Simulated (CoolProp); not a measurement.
R410A along the isobar 56.7 bar: density (kg/m³) from the reference equation and from simpler models built on Tc = 71.3 °C, pc = 49.01 bar, ω = 0.296; each cubic takes its own stable root.

Values from CoolProp's reference Helmholtz-energy equation of state, Lemmon 2003. It is a pseudo-pure fit of the blend.

```
T (°C)          phase  reference  van der Waals  Redlich-Kwong  Soave-Redlich-Kwong  Peng-Robinson
------  -------------  ---------  -------------  -------------  -------------------  -------------
45.25          liquid      990.3          579.0          760.1                792.2          892.4
60.15          liquid      886.7          528.6          665.9                686.1          767.8
74.95   supercritical      674.9          451.2          513.2                497.9          543.8
89.75   supercritical      263.3          275.0          264.9                246.1          260.0
104.55  supercritical      208.3          214.6          211.0                198.5          208.0
119.45  supercritical      180.4          186.9          183.7                173.3          180.7
134.25  supercritical      162.2          168.8          165.7                156.6          162.7
149.05  supercritical      148.8          155.3          152.3                144.1          149.2
163.85  supercritical      138.4          144.7          141.8                134.2          138.7
178.65  supercritical      129.8          135.8          133.1                126.1          130.0
193.55  supercritical      122.6          128.3          125.7                119.2          122.7
208.35  supercritical      116.4          121.9          119.4                113.3          116.4
```
